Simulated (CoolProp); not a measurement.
Dodecamethylpentasiloxane (MD3M) along the isobar 228 kPa: Z from the reference equation and from simpler models built on Tc = 628.0 K, pc = 954.0 kPa, ω = 0.730; each cubic takes its own stable root.

Model: reference Helmholtz-energy equation of state, Thol 2019, in CoolProp.

```
T (K)   phase  reference
-----  ------  ---------
454    liquid    0.03259
469.1  liquid    0.03232
484.2  liquid    0.03213
499.3  liquid    0.03204
514.4  liquid    0.03205
529.5  liquid    0.03221
544.6     gas     0.8130
559.6     gas     0.8379
574.7     gas     0.8583
589.8     gas     0.8752
604.9     gas     0.8894
620       gas     0.9015
```

How far does each simpler model (van der Waals, Soave-Redlich-Kwong, Peng-Robinson) lie from the reference over these 12 states: mean and median of the absolute difference, and the worst?


- van der Waals: mean 1080.7 %, median 45.4 %, worst +2634.9 % at 529.5 K and 228 kPa
- Soave-Redlich-Kwong: mean 7.3 %, median 7.7 %, worst +14.3 % at 529.5 K and 228 kPa
- Peng-Robinson: mean 0.5 %, median 0.3 %, worst +1.7 % at 544.6 K and 228 kPa

At some of these states van der Waals gives the other phase, because its saturation line lies elsewhere.
